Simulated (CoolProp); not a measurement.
Saturation properties of dimethyl carbonate (Tc = 557.0 K, pc = 4909 kPa, ω = 0.346).

Values from CoolProp's reference Helmholtz-energy equation of state, Zhou 2011.

```tsv
T (K)	p (kPa)	vapour density (kg/m³)	enthalpy of vaporisation (kJ/kg)	liquid cp (kJ/(kg K))	surface tension (mN/m)
435.1	648.1	18.16	319.4	2.175	9.98
440.1	718.9	20.12	314.8	2.194	9.42
445.1	795.5	22.24	310.1	2.214	8.86
450.1	878.1	24.55	305.2	…	8.32
455.1	967.1	27.06	300.2	2.256	7.78
460.1	…	29.79	295.0	2.280	7.26
465.1	1165	32.75	289.7	2.305	6.74
470.1	1275	35.97	284.2	2.332	6.24
475.1	1393	39.49	278.4	2.361	…
```

### Question
Complete the blanks.

### Answer

- 450.1, liquid cp (kJ/(kg K)): 2.234
- 460.1, p (kPa): 1063
- 475.1, surface tension (mN/m): 5.74

It boils at 363.3 K under 1 atm.

Surface tension comes from a separate correlation (Mulero 2014).
